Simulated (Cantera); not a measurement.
Charge: 1 mol MgO, 6.2 mol Cl₂, 0.77 mol N₂, at 1175 °C and 1.00 Torr.

Cantera equilibrium calculation (NASA polynomials, part measured and part estimated; ideal gas, pure solids and liquids). Candidate condensed phases: Mg, MgCl₂, MgO; 18 gas species. The numbers say what is thermodynamically allowed, not how fast it happens.

Question: What is the equilibrium state?

Answer: 
```json
{
  "x(Cl)": "0.542",
  "x(Cl₂)": "0.237",
  "x(MgCl₂)": "0.0976",
  "x(N₂)": "0.0751",
  "x(O₂)": "0.0487",
  "x(NO)": "0.000140",
  "x(ClO)": "0.000115",
  "x(O)": "1.18e-5",
  "gas_amount": "10.25 mol",
  "log10 activity of Mg(l) (absent)": "-15.31"
}
```
